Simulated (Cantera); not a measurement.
## Gas-phase reforming

A perfectly stirred reactor is fed with CH4 : CO2 : H2 = 1 : 0.47 : 0.18 (molar parts), at 10.0 bar; it is held at 2125 K, and followed from long to short residence time.

Detailed kinetics in Cantera: GRI-Mech 3.0 (53 species, 325 reactions). GRI-Mech 3.0 stops at C3 and has no aromatics, soot or wall deposition, so with more carbon than oxygen in the feed, carbon stays in small species such as C2H2 where larger ones or solid carbon would form.

| τ (s) | x CH4 | x CO2 | x H2 | x CH2O | x C2H6 | x CH2CO |
|---|---|---|---|---|---|---|
| 0.38 | 0.0104 | 0.000137 | 0.602 | 7.47e-7 | 3.28e-6 | 3.82e-6 |
| 0.14 | 0.0111 | 0.000361 | 0.600 | 7.57e-7 | 3.62e-6 | 4.78e-6 |
| 0.055 | 0.0127 | 0.000870 | 0.595 | 7.89e-7 | 4.43e-6 | 6.97e-6 |
| 0.021 | 0.0159 | 0.00203 | 0.584 | 8.96e-7 | 6.47e-6 | 1.20e-5 |
| 0.0078 | 0.0218 | 0.00445 | 0.563 | 1.26e-6 | 1.16e-5 | 2.27e-5 |
| 0.0029 | 0.0316 | 0.00891 | 0.532 | 2.32e-6 | 2.42e-5 | 4.14e-5 |
| 0.0011 | 0.0466 | 0.0170 | 0.493 | 4.85e-6 | 5.40e-5 | 6.72e-5 |
| 0.00042 | 0.0704 | 0.0329 | 0.454 | 9.96e-6 | 0.000126 | 9.15e-5 |
| 0.00016 | 0.109 | 0.0649 | 0.422 | 1.88e-5 | 0.000300 | 9.79e-5 |
x: mole fraction; the columns are a selection and need not sum to one.
